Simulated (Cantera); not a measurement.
Cantera run, input and output.

```python
import numpy as np
import cantera as ct

gas = ct.Solution("h2o2.yaml")
gas.TPX = 1348, 13000, {'H2': 1.2, 'O2': 1, 'N2': 0.55}
reactor = ct.IdealGasConstPressureReactor(gas, energy="off", clone=False)
net = ct.ReactorNet([reactor])
net.rtol, net.atol = 1e-08, 1e-18
show = ['H2', 'O2', 'H2O', 'H', 'OH', 'H2O2', 'HO2']
times = np.geomspace(3e-06, 30, 14)

steps = ct.SolutionArray(gas, extra=["t"])
rows = []
print(f"{'t/s':>10s}{'T/K':>9s}{'P/Pa':>11s}" + "".join(f"{s:>11s}" for s in show))
for t in times:
    while net.time < t:
        t_next = net.step()
        steps.append(gas.state, t=t_next)
    rows.append([np.interp(t, steps.t, y) for y in (steps.T, steps.P, *steps(*show).X.T)])
    print(f"{t:10.3e}{rows[-1][0]:9.1f}{rows[-1][1]:11.4g}" + "".join(f"{x:11.3e}" for x in rows[-1][2:]))
rate = np.gradient(steps.T, steps.t)
print("integrator steps:", len(steps.t))
if steps.T.max() > steps.T[0] + 200:
    print(f"time of steepest temperature rise: {steps.t[rate.argmax()]:.4e} s")
gas.TPX = 1348, 13000, {'H2': 1.2, 'O2': 1, 'N2': 0.55}
gas.equilibrate("TP")
print(f"equilibrium (TP): T = {gas.T:.1f} K  " + "  ".join(f"{s} {gas[s].X[0]:.3e}" for s in show))
```

It prints:

```
       t/s      T/K       P/Pa         H2         O2        H2O          H         OH       H2O2        HO2
 3.000e-06   1348.0    1.3e+04  4.364e-01  3.636e-01  1.054e-08  5.432e-08  5.732e-09  8.443e-11  5.143e-08
 1.037e-05   1348.0    1.3e+04  4.364e-01  3.636e-01  3.167e-07  4.101e-07  5.786e-08  9.964e-10  1.794e-07
 3.581e-05   1348.0    1.3e+04  4.362e-01  3.636e-01  7.995e-05  6.595e-05  9.700e-06  1.456e-08  1.248e-06
 1.237e-04   1348.0    1.3e+04  5.132e-02  1.862e-01  3.132e-01  1.651e-01  1.848e-02  2.870e-06  3.511e-05
 4.275e-04   1348.0    1.3e+04  2.228e-02  1.854e-01  4.899e-01  3.011e-02  1.200e-02  4.497e-06  4.521e-05
 1.477e-03   1348.0    1.3e+04  1.737e-03  1.852e-01  5.531e-01  5.242e-04  3.131e-03  1.788e-06  2.155e-05
 5.104e-03   1348.0    1.3e+04  1.170e-04  1.858e-01  5.574e-01  9.588e-06  8.351e-04  3.742e-07  2.809e-06
 1.763e-02   1348.0    1.3e+04  1.525e-05  1.860e-01  5.579e-01  4.976e-07  3.147e-04  8.895e-08  4.529e-07
 6.093e-02   1348.0    1.3e+04  3.155e-06  1.860e-01  5.580e-01  4.959e-08  1.462e-04  2.469e-08  1.240e-07
 2.105e-01   1348.0    1.3e+04  1.007e-06  1.860e-01  5.581e-01  9.154e-09  8.249e-05  9.185e-09  7.699e-08
 7.273e-01   1348.0    1.3e+04  7.168e-07  1.860e-01  5.581e-01  5.496e-09  6.890e-05  6.816e-09  7.525e-08
 2.513e+00   1348.0    1.3e+04  7.134e-07  1.860e-01  5.581e-01  5.456e-09  6.872e-05  6.787e-09  7.525e-08
 8.683e+00   1348.0    1.3e+04  7.134e-07  1.860e-01  5.581e-01  5.456e-09  6.872e-05  6.787e-09  7.525e-08
 3.000e+01   1348.0    1.3e+04  7.134e-07  1.860e-01  5.581e-01  5.456e-09  6.872e-05  6.787e-09  7.525e-08
integrator steps: 1836
equilibrium (TP): T = 1348.0 K  H2 7.134e-07  O2 1.860e-01  H2O 5.581e-01  H 5.456e-09  OH 6.872e-05  H2O2 6.787e-09  HO2 7.525e-08
```

Computed with Cantera and the H2/O2 subset of GRI-Mech 3.0, which has no nitrogen chemistry. The temperature is held fixed by assumption; the heat of reaction is taken as removed at once.
